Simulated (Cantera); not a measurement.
## Equilibrium for titanium nitride, carbide and oxide coatings: TiCl4 + H2O + H2

Input: 1 mol TiCl4, 2.2 mol H2O, 4.4 mol H2, at 1.00 bar.

Cantera equilibrium calculation (NASA polynomials, part measured and part estimated; ideal gas, pure solids and liquids). Candidate condensed phases: H2O, Ti, TiCl2, TiCl3, TiCl4, TiO, TiO2, Ti2O3, Ti3O5, Ti4O7; 23 gas species. Mutual solubility and eutectic melting of coexisting phases are not modelled. Condensed phases not in the tables: Magnéli phases beyond Ti4O7, TiOCl. Gases not in the tables: TiO(OH)2. The numbers say what is thermodynamically allowed, not how fast it happens.

From 1025 K to 1625 K the condensed part is TiO2(rutile). At 1675 K the condensed part is TiO2(rutile) + Ti4O7(s).

| T (K) | log p H2 | log p HCl | log p H2O | log p TiCl3 | n TiO2(rutile) | n Ti4O7(s) |
|---|---|---|---|---|---|---|
| 1025 | -0.29 | -0.33 | -1.63 | -7.53 | 1.000 | 0 |
| 1075 | -0.29 | -0.33 | -1.63 | -7.09 | 1.000 | 0 |
| 1125 | -0.29 | -0.33 | -1.63 | -6.70 | 1.000 | 0 |
| 1175 | -0.29 | -0.33 | -1.63 | -6.33 | 1.000 | 0 |
| 1225 | -0.29 | -0.33 | -1.63 | -6.00 | 1.000 | 0 |
| 1275 | -0.29 | -0.33 | -1.63 | -5.70 | 1.000 | 0 |
| 1325 | -0.29 | -0.33 | -1.63 | -5.42 | 1.000 | 0 |
| 1375 | -0.29 | -0.33 | -1.63 | -5.16 | 1.000 | 0 |
| 1425 | -0.29 | -0.33 | -1.63 | -4.92 | 1.000 | 0 |
| 1475 | -0.29 | -0.33 | -1.63 | -4.70 | 0.999 | 0 |
| 1525 | -0.29 | -0.33 | -1.63 | -4.49 | 0.999 | 0 |
| 1575 | -0.29 | -0.33 | -1.63 | -4.30 | 0.999 | 0 |
| 1625 | -0.29 | -0.33 | -1.63 | -4.12 | 0.999 | 0 |
| 1675 | -0.29 | -0.33 | -1.58 | -4.04 | 0.913 | 0.0215 |
log p: log10 of the partial pressure in bar; n: condensed amount in mol.
